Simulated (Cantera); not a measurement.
Charge: 1 mol PbS, 1.5 mol H2, 0.63 mol N2, at 0.0850 bar.

Equilibrium computed with Cantera from the NASA thermochemical tables; the gas is ideal and each condensed phase is pure. Candidate condensed phases: Pb, PbS, S; 18 gas species. The numbers say what is thermodynamically allowed, not how fast it happens.

At 1277 °C, list the 6 most abundant gas species with their mole fractions, and the condensed phases.

H2 0.439, PbS 0.261, N2 0.199, Pb 0.0549, H2S 0.0353, S2 0.00921. Condensed: gas only.
